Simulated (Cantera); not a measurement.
Input (Python, Cantera) and output of one run.

```python
import numpy as np
import cantera as ct

gas_names = """
    Electron Mg Mg+ MgN MgO Mg2 N N+ N- NO NO+ NO2 NO2- NO3 NO3- N2 N2+ N2- N2O N2O+ O O+ O- O2 O2+ O2-
    O3
""".split()
cond_names = """
    Mg(cr) Mg(L) MgO(s) MgO(L)
""".split()


# ... load() reads the species with a 1 bar reference pressure and builds the phases ...
atoms = {
    'MgO': {'Mg': 1, 'O': 1},
    'N2': {'N': 2},
}
top_T = {}  # K; cautious upper limits of use, not melting points


# ... equilibrate(T, P, feed) seeds the gas with the atoms and calls Mixture.equilibrate('TP', solver="vcs", rtol=1e-11, max_steps=5000) ...
results = []
feed = {'MgO': 1, 'N2': 0.033}  # mol
P = 100000  # Pa
for T in [3000, 3250, 3500, 3750, 4000, 4250, 4500, 4750, 5000]:
    mix = equilibrate(T, P, feed)
    results.append((T, P, feed, dict(zip(mix.species_names, mix.species_moles))))

top = {s: max(r[3][s] / sum(r[3][g] for g in gas_names) for r in results) for s in gas_names}
cols = sorted((s for s in top if top[s] > 0.0001), key=lambda s: -top[s])[:8]
seen = [c for c in cond_names if any(r[3].get(c, 0) > 1e-12 for r in results)]
print("log10 of partial pressures in bar; condensed amounts in mol")
print(f"{'T/K':>10s}" + "".join(f"{s[:9]:>10s}" for s in cols + seen))
for T, P, feed, n in results:
    ng = sum(n[g] for g in gas_names)
    print(f"{T:10.4g}" + "".join(f"{np.log10(max(n[s] / ng * P / 1e5, 1e-99)):10.3f}" for s in cols)
          + "".join(f"{n.get(c, 0):10.4g}" for c in seen))
```

Result:

```
log10 of partial pressures in bar; condensed amounts in mol
       T/K        N2        Mg         O        O2       MgO        NO       Mg+  Electron    MgO(s)    MgO(L)
      3000    -0.054    -1.206    -1.835    -1.777    -2.040    -1.846    -5.616    -5.620    0.9974         0
      3250    -0.267    -0.628    -1.180    -1.156    -1.246    -1.520    -4.786    -4.796         0    0.9826
      3500    -1.791    -0.307    -0.723    -0.831    -0.843    -2.016    -4.159    -4.175         0         0
      3750    -1.829    -0.308    -0.550    -0.997    -0.997    -2.029    -3.757    -3.770         0         0
      4000    -1.854    -0.311    -0.441    -1.227    -1.177    -2.078    -3.404    -3.415         0         0
      4250    -1.865    -0.313    -0.380    -1.501    -1.371    -2.151    -3.090    -3.099         0         0
      4500    -1.870    -0.314    -0.349    -1.790    -1.565    -2.238    -2.810    -2.816         0         0
      4750    -1.879    -0.316    -0.333    -2.073    -1.753    -2.330    -2.557    -2.562         0         0
      5000    -1.899    -0.318    -0.325    -2.341    -1.930    -2.425    -2.329    -2.333         0         0
```

Cantera equilibrium calculation (NASA polynomials, part measured and part estimated; ideal gas, pure solids and liquids).
